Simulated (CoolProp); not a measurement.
The fluid at 506.53 K and 0.366 MPa is compressed adiabatically to 0.656 MPa with isentropic efficiency 0.75. The same conditions are run with several fluids, on thermodynamics alone (safety and materials aside).

Model: reference Helmholtz-energy equation of state of each fluid (n-octane: Beckmüller 2019; tetrahydrofuran: Fiedler 2023; carbonyl sulfide: Lemmon 2006; methanol: de Reuck 1993), in CoolProp.

Q: Rank n-octane, tetrahydrofuran, carbonyl sulfide, methanol by work (kJ/kg), highest first.

A: methanol (105), carbonyl sulfide (56.8), tetrahydrofuran (44.6), n-octane (25.7)

```json
[
 {"fluid": "n-octane", "final temperature (K)": "520.0", "final density (kg/m³)": "20.3"},
 {"fluid": "tetrahydrofuran", "final temperature (K)": "531.7", "final density (kg/m³)": "11.2"},
 {"fluid": "carbonyl sulfide", "final temperature (K)": "575.9", "final density (kg/m³)": "8.30"},
 {"fluid": "methanol", "final temperature (K)": "560.7", "final density (kg/m³)": "4.59"}
]
```
